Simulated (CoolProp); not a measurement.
A simple Rankine cycle with cyclopropane: condensing at 309.15 K, boiler at 3.79 MPa, turbine inlet 472 K, turbine efficiency 0.75, pump efficiency 0.6, no recuperator. Each further row changes one setting.

Model: reference Helmholtz-energy equation of state, Polt 1992, in CoolProp. This equation is an older, rougher fit; its heat capacities, sound speeds and derivatives of the liquid may be far off and weren't checked against measurements.

| case | thermal efficiency (%) | net work (kJ/kg) | heat in (kJ/kg) | turbine exit temperature (K) | volume ratio over the turbine |
|---|---|---|---|---|---|
| as stated | … | … | 658 | … | … |
| condensing temperature 301.15 K | 12.4 | … | 677 | … | 4.72 |
| boiler pressure 2.65 MPa | 8.5 | … | 675 | 434.3 | 2.69 |
| turbine efficiency 0.65 | 9.4 | 61.7 | 658 | … | 3.94 |

What belongs in the gaps?


- as stated, thermal efficiency (%): 11.0
- as stated, net work (kJ/kg): 72.4
- as stated, turbine exit temperature (K): 418.8
- as stated, volume ratio over the turbine: 3.88
- condensing temperature 301.15 K, net work (kJ/kg): 83.6
- condensing temperature 301.15 K, turbine exit temperature (K): 411.7
- boiler pressure 2.65 MPa, net work (kJ/kg): 57.5
- turbine efficiency 0.65, turbine exit temperature (K): 424.2
